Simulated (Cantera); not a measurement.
An isothermal, constant-pressure homogeneous reactor starts with H₂ : O₂ : N₂ = 1.5 : 1 : 8.3 (molar parts), at 1173 K and 0.510 bar.

Detailed kinetics in Cantera: the H2/O2 subset of GRI-Mech 3.0, which has no nitrogen chemistry. The temperature is held fixed by assumption; the heat of reaction is taken as removed at once.

One state of this run: x H₂ = 1.07e-8; x O₂ = 0.0249; x H₂O = 0.149; x HO₂ = 2.05e-9; x OH = 1.91e-6; x O = 3.69e-9. x: mole fraction; the columns are a selection and need not sum to one.

### Question
Which value of t (s) does it belong to?
A. 0.00660
B. 0.000200
C. 3.00
D. 0.0158

### Answer
C, 3.00
